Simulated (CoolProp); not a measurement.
R236EA at several states: fugacity coefficient from the reference equation and from simpler models built on Tc = 412.4 K, pc = 3.414 MPa, ω = 0.368; each cubic takes its own stable root.

Values from CoolProp's reference Helmholtz-energy equation of state, Rui 2013.

```tsv
T (K)	p (MPa)	phase	reference
398.1	0.0108	gas	0.9988
403.2	3.55	liquid	0.5766
330.3	1.69	liquid	0.3026
```

Problem. How far does each simpler model (van der Waals, Redlich-Kwong, Soave-Redlich-Kwong, Peng-Robinson) lie from the reference over these 3 states: mean and median of the absolute difference, and the worst?

Solution. 
- van der Waals: mean 41.4 %, median 11.4 %, worst +112.7 % at 330.3 K and 1.69 MPa
- Redlich-Kwong: mean 16.6 %, median 4.3 %, worst +45.6 % at 330.3 K and 1.69 MPa
- Soave-Redlich-Kwong: mean 1.5 %, median 2.0 %, worst +2.6 % at 330.3 K and 1.69 MPa
- Peng-Robinson: mean 0.6 %, median 0.1 %, worst -1.7 % at 403.2 K and 3.55 MPa
